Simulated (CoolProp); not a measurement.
Vapour-liquid equilibrium of isobutane (1) + isobutene (2) at 196.5 K; x and y are mole fractions of (1).

The numbers come from the multi-fluid Helmholtz-energy mixture model, Bücker 2006 and Lemmon 2005; pair parameters Bell 2016 in CoolProp.

| x | bubble pressure (MPa) | y at the bubble point | dew pressure at overall composition x (MPa) | liquid density (mol/L) |
|---|---|---|---|---|
| 0.05 | 0.002140 | 0.076 | 0.002119 | 12.43 |
| 0.125 | 0.002226 | 0.180 | … | 12.34 |
| 0.2 | 0.002306 | 0.274 | 0.002242 | 12.25 |
| 0.275 | 0.002381 | 0.360 | 0.002306 | 12.16 |
| 0.35 | 0.002451 | 0.440 | 0.002372 | 12.08 |
| 0.425 | 0.002518 | … | 0.002438 | 11.99 |
| 0.5 | 0.002582 | … | 0.002505 | 11.91 |
| 0.575 | 0.002642 | 0.652 | 0.002573 | 11.82 |
| 0.65 | 0.002700 | 0.717 | 0.002641 | 11.74 |
| 0.725 | 0.002756 | 0.779 | 0.002708 | … |
| 0.8 | … | … | 0.002774 | 11.58 |
| 0.875 | 0.002860 | 0.901 | 0.002838 | 11.50 |
| 0.95 | 0.002909 | 0.961 | 0.002901 | 11.43 |

### Question
Some entries are withheld; supply them.

### Answer

- 0.125, dew pressure at overall composition x (MPa): 0.002180
- 0.425, y at the bubble point: 0.514
- 0.5, y at the bubble point: 0.585
- 0.725, liquid density (mol/L): 11.66
- 0.8, bubble pressure (MPa): 0.002809
- 0.8, y at the bubble point: 0.841

No azeotrope shows between x = 0.05 and 0.95.

Pair parameters are fitted to limited data, so mixtures are less certain than the pure fluids.
